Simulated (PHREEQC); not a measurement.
A solution holds 0.037 mol CuSO4, 0.0065 mol ZnCl2 and 0.005 mol Na2SO4 per kg of water, at 25 °C. Closed to the air; pH follows from the charge balance.

The numbers come from PHREEQC with the ion-association model, wateq4f.dat.

| quantity | before | after |
|---|---|---|
| pH | 4.68 | 4.69 |
| ionic strength (mol/kgw) | 0.111 | 0.104 |
| SO4-2 (mol/kgw) | 0.0235 | 0.0244 |
| ZnSO4 (mol/kgw) | 0.00256 | 0.00133 |
| SI of Goslarite (ZnSO4:7H2O) | -3.00 | -3.28 |
| SI of Zincite(c) (ZnO) | -4.66 | -4.95 |

Task: Name the change that produced these shifts.
A. ZnCl2 from 0.0065 to 0.00325 mol/kgw
B. Na2SO4 from 0.005 to 0.0025 mol/kgw
C. CuSO4 left out
D. CuSO4 replaced by NiSO4 at the same molality
E. Na2SO4 from 0.005 to 0.0005 mol/kgw

Result: A, ZnCl2 from 0.0065 to 0.00325 mol/kgw

This is a speciation only: nothing precipitates in the calculation. Some of these states are supersaturated (in Antlerite, Brochantite, for instance).
